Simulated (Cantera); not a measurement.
A Cantera script and what it prints.

```python
import numpy as np
import cantera as ct

gas_names = """
    CL CL2 H HCL H2 Si SiCL SiCL2 SiCL3 SiCL4 SiH SiHCL3 SiH2 SiH2CL2 SiH3 SiH3CL SiH4 Si2 Si3
""".split()
cond_names = """
    Si(cr) Si(L)
""".split()


# ... load() reads the species with a 1 bar reference pressure and builds the phases ...
atoms = {
    'Si': {'Si': 1},
    'Cl2': {'CL': 2},
    'H2': {'H': 2},
}
top_T = {}  # K; cautious upper limits of use, not melting points


# ... equilibrate(T, P, feed) seeds the gas with the atoms and calls Mixture.equilibrate('TP', solver="vcs", rtol=1e-11, max_steps=5000) ...
results = []
feed = {'Si': 1, 'Cl2': 1.4, 'H2': 0.49}  # mol
P = 100000  # Pa
for T in [623, 673, 723, 773, 823, 873, 923, 973, 1023, 1073]:
    mix = equilibrate(T, P, feed)
    results.append((T, P, feed, dict(zip(mix.species_names, mix.species_moles))))
    x = sorted(zip(gas.X, gas.species_names), reverse=True)
    print(f"T = {T:g} K  P = {P:g} Pa  gas = {mix.phase_moles(0):.4g} mol")
    print("   x: " + "  ".join(f"{s} {v:.3e}" for v, s in x if v > 1e-06))
    print("   condensed (mol): " + ("  ".join(f"{mix.phase(i).name} {mix.phase_moles(i):.4g}"
          for i in range(1, mix.n_phases) if mix.phase_moles(i) > 1e-12) or "none"))
```

Output:

```
T = 623 K  P = 100000 Pa  gas = 1.149 mol
   x: SiCL4 5.045e-01  H2 3.553e-01  SiHCL3 1.381e-01  SiH2CL2 2.032e-03  HCL 6.009e-05  SiH3CL 5.979e-06  SiCL3 1.629e-06
   condensed (mol): Si(cr) 0.2592
T = 673 K  P = 100000 Pa  gas = 1.15 mol
   x: SiCL4 5.063e-01  H2 3.563e-01  SiHCL3 1.350e-01  SiH2CL2 2.218e-03  HCL 1.689e-04  SiH3CL 7.640e-06  SiCL3 7.427e-06
   condensed (mol): Si(cr) 0.26
T = 723 K  P = 100000 Pa  gas = 1.151 mol
   x: SiCL4 5.079e-01  H2 3.572e-01  SiHCL3 1.321e-01  SiH2CL2 2.381e-03  HCL 4.105e-04  SiCL3 2.740e-05  SiH3CL 9.374e-06
   condensed (mol): Si(cr) 0.2607
T = 773 K  P = 100000 Pa  gas = 1.152 mol
   x: SiCL4 5.093e-01  H2 3.579e-01  SiHCL3 1.293e-01  SiH2CL2 2.522e-03  HCL 8.872e-04  SiCL3 8.517e-05  SiH3CL 1.114e-05  SiCL2 2.064e-06
   condensed (mol): Si(cr) 0.2615
T = 823 K  P = 100000 Pa  gas = 1.153 mol
   x: SiCL4 5.104e-01  H2 3.583e-01  SiHCL3 1.267e-01  SiH2CL2 2.645e-03  HCL 1.742e-03  SiCL3 2.302e-04  SiH3CL 1.291e-05  SiCL2 9.320e-06
   condensed (mol): Si(cr) 0.2624
T = 873 K  P = 100000 Pa  gas = 1.154 mol
   x: SiCL4 5.110e-01  H2 3.583e-01  SiHCL3 1.242e-01  HCL 3.158e-03  SiH2CL2 2.750e-03  SiCL3 5.539e-04  SiCL2 3.528e-05  SiH3CL 1.465e-05
   condensed (mol): Si(cr) 0.2633
T = 923 K  P = 100000 Pa  gas = 1.155 mol
   x: SiCL4 5.110e-01  H2 3.578e-01  SiHCL3 1.217e-01  HCL 5.356e-03  SiH2CL2 2.838e-03  SiCL3 1.209e-03  SiCL2 1.152e-04  SiH3CL 1.633e-05
   condensed (mol): Si(cr) 0.2643
T = 973 K  P = 100000 Pa  gas = 1.157 mol
   x: SiCL4 5.100e-01  H2 3.566e-01  SiHCL3 1.191e-01  HCL 8.579e-03  SiH2CL2 2.907e-03  SiCL3 2.429e-03  SiCL2 3.317e-04  SiH3CL 1.791e-05
   condensed (mol): Si(cr) 0.2654
T = 1023 K  P = 100000 Pa  gas = 1.16 mol
   x: SiCL4 5.075e-01  H2 3.546e-01  SiHCL3 1.164e-01  HCL 1.308e-02  SiCL3 4.541e-03  SiH2CL2 2.957e-03  SiCL2 8.579e-04  SiH3CL 1.935e-05
   condensed (mol): Si(cr) 0.2665
T = 1073 K  P = 100000 Pa  gas = 1.164 mol
   x: SiCL4 5.029e-01  H2 3.516e-01  SiHCL3 1.134e-01  HCL 1.911e-02  SiCL3 7.971e-03  SiH2CL2 2.984e-03  SiCL2 2.021e-03  SiH3CL 2.062e-05
   condensed (mol): Si(cr) 0.2673
```

Cantera equilibrium calculation (NASA polynomials, part measured and part estimated; ideal gas, pure solids and liquids). The tables' values for SiCl3 are old estimates; treat these amounts as uncertain.
